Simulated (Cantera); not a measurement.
Source: NASA polynomial tables (part measured, part estimated), evaluated in Cantera. Values are per mole of reaction as written; species without (g) are pure solids or liquids, kept so even where they would boil at 1 bar.

Problem. Between 300 and 673 K, where is each reaction favourable under standard conditions?
- 10 OH(g) + P4(g) ⇌ P4O10 + 5 H2(g)

Solution. 
- 10 OH(g) + P4(g) ⇌ P4O10 + 5 H2(g): ΔG° is -3092 kJ at 300 K and -2638 kJ at 673 K; it stays negative (K > 1). ΔH° is -3437 kJ and ΔS° -1188 J/K at 673 K.
